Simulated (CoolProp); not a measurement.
Properties of octamethylcyclotetrasiloxane (D4) along the isobar 0.424 MPa.

Values from CoolProp's reference Helmholtz-energy equation of state, Thol 2015.

```tsv
T (K)	phase	density (kg/m³)	cv (kJ/(kg K))	Joule-Thomson coefficient (K/MPa)
405.5	liquid	824.5	…	-0.2442
419.8	liquid	…	1.644	-0.2097
434.1	liquid	787.4	1.678	-0.1692
448.4	liquid	767.8	1.712	-0.1207
462.7	liquid	…	1.747	-0.06066
477	liquid	725.8	1.780	0.01606
491.3	liquid	702.6	…	0.1186
505.6	liquid	677.4	1.847	0.2644
519.9	gas	36.89	1.840	19.00
534.2	gas	34.74	1.867	16.14
548.5	gas	32.96	1.894	…
562.8	gas	31.44	1.921	12.33
577.1	gas	30.12	1.947	10.99
591.4	gas	28.94	…	9.888
605.7	gas	27.90	1.997	8.963
620	gas	…	2.021	8.177
```

**Question.** Fill in the missing entries.

**Answer.** 
- 405.5, cv (kJ/(kg K)): 1.609
- 419.8, density (kg/m³): 806.2
- 462.7, density (kg/m³): 747.4
- 491.3, cv (kJ/(kg K)): 1.814
- 548.5, Joule-Thomson coefficient (K/MPa): 14.00
- 591.4, cv (kJ/(kg K)): 1.972
- 620, density (kg/m³): 26.95
